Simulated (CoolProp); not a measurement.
A single-stage vapour-compression cycle with propane: evaporating at 223.15 K (dew point), condensing at 276.15 K (bubble point), superheat 5 K, subcooling 0 K, compressor efficiency 0.85, no pressure losses. Each further row changes one setting.

Model: reference Helmholtz-energy equation of state, Lemmon 2009, in CoolProp.

```csv
case,cooling COP,pressure ratio,discharge temperature (K),refrigerating effect (kJ/kg),volumetric capacity (kJ/m³)
as stated,2.87,7.36,307.1,316,533
evaporating temperature 228.15 K,3.31,5.83,303.4,322,674
condensing temperature 271.15 K,3.26,6.32,300.7,328,554
subcooling 5 K,2.99,7.36,307.1,328,554
superheat 15 K,2.87,7.36,317.6,330,531
compressor efficiency 0.75,2.53,7.36,315.1,316,533
```
